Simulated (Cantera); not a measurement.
A perfectly stirred reactor is fed with H2 : O2 : N2 : NO = 1 : 0.769 : 7.31 : 0.012 (molar parts), at 101000 Pa; it is adiabatic with a 425 K inlet, and is followed from long to short residence time, starting on the burning branch (τ in s: 0.2, 0.09, 0.04, 0.018, 0.0079, 0.0035, 0.0015, 0.00068, 0.0003, 0.00013, 5.9e-05, 2.6e-05).

Detailed kinetics in Cantera: GRI-Mech 3.0 (53 species, 325 reactions). The mechanism lacks 2 NO + O2 → 2 NO2 and HONO, so NO2 and the effect of NO are under-described below about 1400 K.

Problem. Predict: blow-out, bracketed by the residence times tried; x(H2) at τ = 0.200 s; x(O2) at τ = 0.200 s; x(NO) at τ = 0.200 s; x(OH) at τ = 0.200 s; x(HO2) at τ = 0.200 s; x(H2) at τ = 1.50 ms; x(O2) at τ = 1.50 ms; x(NO) at τ = 1.50 ms; x(OH) at τ = 1.50 ms; x(HO2) at τ = 1.50 ms.

Solution. 
```
Property                                                                        Result
------------------------------------------------  ------------------------------------
blow-out, bracketed by the residence times tried  burning at 0.680 ms, out at 0.300 ms
x(H2) at τ = 0.200 s                                                          0.000182
x(O2) at τ = 0.200 s                                                            0.0313
x(NO) at τ = 0.200 s                                                           0.00138
x(OH) at τ = 0.200 s                                                          0.000194
x(HO2) at τ = 0.200 s                                                          3.00e-6
x(H2) at τ = 1.50 ms                                                           0.00479
x(O2) at τ = 1.50 ms                                                            0.0333
x(NO) at τ = 1.50 ms                                                           0.00138
x(OH) at τ = 1.50 ms                                                          0.000819
x(HO2) at τ = 1.50 ms                                                          2.32e-5
```
